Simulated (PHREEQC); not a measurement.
Make-up at 5 °C: 2.7 mmol/kgw FeSO4, 0.0528 mmol/kgw CaCl2, 99 mmol/kgw NaHCO3 and 40 mmol/kgw NaCl. Closed to the air; pH follows from the charge balance.

Model: ion-association model, phreeqc.dat, run in PHREEQC.

Problem. The ionic strength comes out as 0.140 mol/kgw. What activity coefficients do FeHCO3+, Cl-, Na+, NaCO3-, Ca+2 get?

Solution. FeHCO3+ 0.77, Cl- 0.75, Na+ 0.77, NaCO3- 0.77, Ca+2 0.37.

Precipitation was switched off in this run. Saturation is exceeded, for instance for Siderite; the values hold only as long as no solid forms. Constants without temperature data keep their 25 °C values here.
